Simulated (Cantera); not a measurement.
A closed system holds: 1 mol Fe3O4, 0.19 mol H2O, 4.3 mol N2, held at 28.0 mbar.

Equilibrium computed with Cantera from the NASA thermochemical tables; the gas is ideal and each condensed phase is pure. Candidate condensed phases: Fe, FeO, Fe(OH)2, Fe(OH)3, Fe2O3, Fe3O4, H2O; 27 gas species. Rates play no part. All values below are at 1200 K.

Base state: N2 0.958, H2O 0.0423 (mole fractions); condensed: Fe3O4(s).

Question: What changes in the equilibrium state with this change: Fe3O4 replaced by B?

Answer: 
```
species         before     after
-------------  -------  --------
N2               0.958     0.953
H2             2.97e-6    0.0467
H2O             0.0423  0.000124
HBO2                 0   5.54e-5
Fe3O4(s), mol     1.00         0
BN(s), mol           0     0.874
B2O3(l), mol         0    0.0630
```
N2 is the only nitrogen source here; it is nearly inert below about 1500 K, so the nitride shown seldom forms there in practice. Mutual solubility and eutectic melting of coexisting phases are not modelled. Further candidate phases: B, BN, B2O3, B3O3H3.

Question: What changes in the equilibrium state with this change: Fe3O4 replaced by Al2O3?

Answer: 
```json
[
 {"species": "N2", "before": "0.958", "after": "0.958"},
 {"species": "H2O", "before": "0.0423", "after": "0.0423"},
 {"species": "Fe3O4(s), mol", "before": "1.00", "after": "0"},
 {"species": "Al2O3(s), mol", "before": "0", "after": "1.00"}
]
```
Further candidate phases: Al, AlN, Al2O3.
